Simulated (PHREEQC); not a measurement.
A solution holds 0.19 mol HF, 0.00051 mol NH4HF2, 0.0073 mol (NH4)2SiF6 and 0.00022 mol HCl per kg of water, at 25 °C. Closed to the air; pH follows from the charge balance.

All values are PHREEQC results (ion-association model, phreeqc.dat), not measurements.

Precipitation was switched off in this run.

**Question.** Order these F species by the share of F that they hold, largest first: HF, SiF6-2, F-, HF2-.

**Answer.** HF (72 %), SiF6-2 (19 %), HF2- (5.4 %), F- (4.2 %)

The pH is 1.86 and the ionic strength 0.0384 mol/kgw. SiF6-2 is the database's only silicon fluoride.
